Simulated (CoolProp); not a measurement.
Aqueous sodium chloride as a coolant, 8 % by mass, freezing at -5.1 °C, 1 atm.

Model: Melinder's fits for secondary coolants, in CoolProp.

```
T (°C)  conductivity (W/(m K))  Prandtl number  viscosity (mPa s)  density (kg/m³)
------  ----------------------  --------------  -----------------  ---------------
-3.2                     0.551            15.1               2.21             1062
1.2                      0.559            12.9               1.92             1061
5.7                      0.567            11.2               1.67             1060
10.2                     0.574            9.71               1.47             1059
14.7                     0.582            8.52               1.31             1057
19.1                       ___            7.55               1.17              ___
23.6                     0.596            6.73               1.05             1055
28.1                     0.604            6.04                ___              ___
32.6                     0.611            5.47              0.876             1051
37                       0.618             ___                ___             1049
```

Q: Complete the blanks.

A: 
- 19.1, conductivity (W/(m K)): 0.589
- 19.1, density (kg/m³): 1056
- 28.1, viscosity (mPa s): 0.958
- 28.1, density (kg/m³): 1053
- 37, Prandtl number: 5.01
- 37, viscosity (mPa s): 0.810
